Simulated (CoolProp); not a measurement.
2000 sccm (0 °C, 1 atm) of nitrogen bubbles through liquid 1,2-dichloroethane at 285.4 K and leaves saturated at a total pressure of 0.0225 MPa (ideal gas phase). Each further row changes one setting.

The numbers come from the reference Helmholtz-energy equation of state, Thol 2015 in CoolProp.

```csv
case,vapour pressure (kPa),mole fraction of vapour,delivery (mg/min),delivery (sccm),change of delivery for a bath 1 K warmer (%)
as stated,5.54,(withheld),(withheld),653,7.3
bath temperature 290.4 K,(withheld),0.319,4140,937,(withheld)
total pressure 0.045 MPa,5.54,0.123,1240,281,(withheld)
```

Task: Complete the blanks.

Result: 
- as stated, mole fraction of vapour: 0.246
- as stated, delivery (mg/min): 2880
- bath temperature 290.4 K, vapour pressure (kPa): 7.18
- bath temperature 290.4 K, change of delivery for a bath 1 K warmer (%): 7.8
- total pressure 0.045 MPa, change of delivery for a bath 1 K warmer (%): 6.2
